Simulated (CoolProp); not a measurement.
The fluid at 293.15 K and 0.225 MPa expands adiabatically to 0.0205 MPa with isentropic efficiency 0.7. The same conditions are run with several fluids, on thermodynamics alone (safety and materials aside).

Computed with CoolProp (reference Helmholtz-energy equation of state of each fluid (sulfur dioxide: Gao 2016; normal hydrogen: Leachman 2009; R125: Lemmon 2005; carbon monoxide: Lemmon 2006)).

| fluid | work (kJ/kg) | final temperature (K) | final phase | final density (kg/m³) |
|---|---|---|---|---|
| sulfur dioxide | 51.9 | 232.3 | two-phase, vapour fraction 0.952 | 0.721 |
| normal hydrogen | 1450 | 189.1 | gas | 0.0263 |
| R125 | 29.8 | 250.0 | gas | 1.19 |
| carbon monoxide | 105 | 191.2 | gas | 0.361 |
